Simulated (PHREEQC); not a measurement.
# Nickel, zinc or cadmium bath (model solution)

Solution (20 °C): 0.052 mol ZnSO4, 0.051 mol KCl and 0.24 mol MnSO4 per kg of water. Closed to the air; pH follows from the charge balance.

All values are PHREEQC results (ion-association model, phreeqc.dat), not measurements.

This is a speciation only: nothing precipitates in the calculation.

Task: Predict the pH, ionic strength.

Result: pH 5.87; ionic strength 0.642 mol/kgw.

Task: In which forms is Cl present?

Result: Cl- 89 %, MnCl+ 10 %, ZnCl+ 0.7 % of the Cl.
